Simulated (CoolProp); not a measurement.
Vapour-liquid equilibrium of toluene (1) + n-octane (2) at 9.35 bar; x and y are mole fractions of (1).

Computed with CoolProp (multi-fluid Helmholtz-energy mixture model, Lemmon 2006 and Beckmüller 2019; pair parameters Bell 2016).

Task: Give the bubble temperature and the first vapour's composition at x = 0.35, 0.5, 0.65. Is there an azeotrope?

Result: x = 0.35: 220.9 °C, y = 0.410; x = 0.5: 218.1 °C, y = 0.556; x = 0.65: 215.8 °C, y = 0.690. No azeotrope shows between x = 0.05 and 0.95.

Pair parameters are fitted to limited data, so mixtures are less certain than the pure fluids.
